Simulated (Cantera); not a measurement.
An adiabatic, constant-pressure homogeneous reactor starts with 10.7 % CO, 0.545 % H2, 0.727 % CH4, 7.77 % O2, 77.7 % N2, 2.57 % CO2, equivalence ratio 0.91, at 1250 K and 4.93 atm.

Computed with Cantera and GRI-Mech 3.0 (53 species, 325 reactions).

Task: Predict: time of steepest temperature rise; temperature at 3.00 s; equilibrium temperature; x(CO) at 3.00 s; x(H2) at 3.00 s; x(O) at 3.00 s; x(O2) at 3.00 s; x(NO) at 3.00 s.

Result: 
```
Property                                                               Value
---------------------------------  -----------------------------------------
time of steepest temperature rise                                   0.235 ms
temperature at 3.00 s                                                 2214 K
equilibrium temperature                                               2214 K
x(CO) at 3.00 s                      0.00470 (gas-phase equilibrium 0.00470)
x(H2) at 3.00 s                    0.000127 (gas-phase equilibrium 0.000127)
x(O) at 3.00 s                     0.000121 (gas-phase equilibrium 0.000121)
x(O2) at 3.00 s                      0.00825 (gas-phase equilibrium 0.00825)
x(NO) at 3.00 s                      0.00265 (gas-phase equilibrium 0.00265)
```
